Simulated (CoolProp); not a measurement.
Nitrous oxide at 376.98 K and 5.09 MPa is throttled through a valve to 0.405 MPa with no heat exchange. Each further row changes one setting.

Model: reference Helmholtz-energy equation of state, Lemmon 2006, in CoolProp. It is a short technical equation, of lower accuracy than the large ones.

```
case                       temperature change (K)  final density (kg/m³)
-------------------------  ----------------------  ---------------------
as stated                                     [?]                   6.32
outlet pressure 0.121 MPa                   -35.2                    [?]
outlet pressure 0.527 MPa                     [?]                    [?]
```

Task: Fill in the missing entries.

Result: 
- as stated, temperature change (K): -33.0
- outlet pressure 0.121 MPa, final density (kg/m³): 1.88
- outlet pressure 0.527 MPa, temperature change (K): -32.0
- outlet pressure 0.527 MPa, final density (kg/m³): 8.23
